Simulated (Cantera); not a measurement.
A closed system holds: 1 mol CuO, a varied amount of C, 0.24 mol N₂, held at 1700 K and 0.0260 bar.

Method: chemical equilibrium by Gibbs-energy minimisation in Cantera with the NASA 1993 tables (ideal gas, pure condensed phases). Candidate condensed phases: C, Cu, CuO, Cu₂O; 27 gas species. Each liquid is taken as pure. Mutual solubility and eutectic melting of coexisting phases are not modelled. Rates play no part.

### Question
Which condensed phases are stable at each of these points (n(C) (mol)): 0.31, 1.4, 2.4, 3.4, 4.5, 5.5, 6.6, 7.6?

### Answer
```json
[
 {"n(C) (mol)": "0.31", "condensed phases": "Cu(l) + Cu₂O(l)", "Cu condensed (%)": "99.6"},
 {"n(C) (mol)": "1.4", "condensed phases": "C(graphite) + Cu(l)", "Cu condensed (%)": "99.2"},
 {"n(C) (mol)": "2.4", "condensed phases": "C(graphite) + Cu(l)", "Cu condensed (%)": "99.2"},
 {"n(C) (mol)": "3.4", "condensed phases": "C(graphite) + Cu(l)", "Cu condensed (%)": "99.2"},
 {"n(C) (mol)": "4.5", "condensed phases": "C(graphite) + Cu(l)", "Cu condensed (%)": "99.2"},
 {"n(C) (mol)": "5.5", "condensed phases": "C(graphite) + Cu(l)", "Cu condensed (%)": "99.2"},
 {"n(C) (mol)": "6.6", "condensed phases": "C(graphite) + Cu(l)", "Cu condensed (%)": "99.2"},
 {"n(C) (mol)": "7.6", "condensed phases": "C(graphite) + Cu(l)", "Cu condensed (%)": "99.2"}
]
```

At 0.31 mol C the condensed part is Cu(l) + Cu₂O(l). From 1.4 mol C to 7.6 mol C the condensed part is C(graphite) + Cu(l).
